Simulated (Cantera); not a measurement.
A freely propagating, adiabatic, planar premixed flame of 10.2 % CH4, 3.89 % CO, 17.2 % O2, 64.8 % N2, 3.89 % H2O, unburnt at 473 K and 405 Torr; mixture-averaged transport, grid criteria slope 0.08 and curve 0.16, no radiation.

Detailed kinetics in Cantera: GRI-Mech 3.0 (53 species, 325 reactions). Burning velocities carry a grid error of a few per cent, more on coarse grids.

x: mole fraction of selected species; z is measured from the peak of heat release.

```json
[
 {"z (mm)": "-2.06", "T (K)": "473", "u (m/s)": "0.787", "x CH4": "0.102", "x CO": "0.0388", "x O2": "0.172", "x CO2": "8.90e-8", "x HCO": "<1e-8", "x H": "<1e-8"},
 {"z (mm)": "-1.37", "T (K)": "475", "u (m/s)": "0.793", "x CH4": "0.102", "x CO": "0.0387", "x O2": "0.171", "x CO2": "3.04e-6", "x HCO": "<1e-8", "x H": "<1e-8"},
 {"z (mm)": "-1.03", "T (K)": "485", "u (m/s)": "0.813", "x CH4": "0.101", "x CO": "0.0387", "x O2": "0.170", "x CO2": "2.81e-5", "x HCO": "<1e-8", "x H": "<1e-8"},
 {"z (mm)": "-0.686", "T (K)": "562", "u (m/s)": "0.951", "x CH4": "0.0952", "x CO": "0.0398", "x O2": "0.164", "x CO2": "0.000418", "x HCO": "<1e-8", "x H": "9.67e-7"},
 {"z (mm)": "-0.343", "T (K)": "1001", "u (m/s)": "1.73", "x CH4": "0.0664", "x CO": "0.0523", "x O2": "0.129", "x CO2": "0.00566", "x HCO": "8.74e-7", "x H": "0.000160"},
 {"z (mm)": "-0.172", "T (K)": "1401", "u (m/s)": "2.45", "x CH4": "0.0367", "x CO": "0.0687", "x O2": "0.0889", "x CO2": "0.0143", "x HCO": "1.54e-5", "x H": "0.000967"},
 {"z (mm)": "0", "T (K)": "1753", "u (m/s)": "3.08", "x CH4": "0.00986", "x CO": "0.0849", "x O2": "0.0442", "x CO2": "0.0279", "x HCO": "4.97e-5", "x H": "0.00399"},
 {"z (mm)": "0.172", "T (K)": "1912", "u (m/s)": "3.36", "x CH4": "[?]", "x CO": "0.0857", "x O2": "[?]", "x CO2": "[?]", "x HCO": "[?]", "x H": "[?]"},
 {"z (mm)": "0.343", "T (K)": "1954", "u (m/s)": "3.42", "x CH4": "6.63e-5", "x CO": "0.0781", "x O2": "0.00748", "x CO2": "0.0542", "x HCO": "2.75e-6", "x H": "0.0107"},
 {"z (mm)": "0.686", "T (K)": "1980", "u (m/s)": "3.45", "x CH4": "2.58e-7", "x CO": "0.0690", "x O2": "0.00330", "x CO2": "0.0651", "x HCO": "1.28e-7", "x H": "0.0115"},
 {"z (mm)": "1.37", "T (K)": "2006", "u (m/s)": "3.48", "x CH4": "<1e-8", "x CO": "0.0653", "x O2": "0.00230", "x CO2": "0.0694", "x HCO": "9.58e-8", "x H": "0.0104"},
 {"z (mm)": "2.74", "T (K)": "2038", "u (m/s)": "3.53", "x CH4": "<1e-8", "x CO": "0.0650", "x O2": "0.00164", "x CO2": "0.0700", "x HCO": "7.63e-8", "x H": "0.00841"},
 {"z (mm)": "5.49", "T (K)": "2074", "u (m/s)": "3.59", "x CH4": "<1e-8", "x CO": "0.0651", "x O2": "[?]", "x CO2": "0.0702", "x HCO": "[?]", "x H": "[?]"}
]
```

Complete the blanks.


- 0.172, x CH4: 0.00106
- 0.172, x O2: 0.0174
- 0.172, x CO2: 0.0427
- 0.172, x HCO: 2.34e-5
- 0.172, x H: 0.00823
- 5.49, x O2: 0.000968
- 5.49, x HCO: 5.49e-8
- 5.49, x H: 0.00609
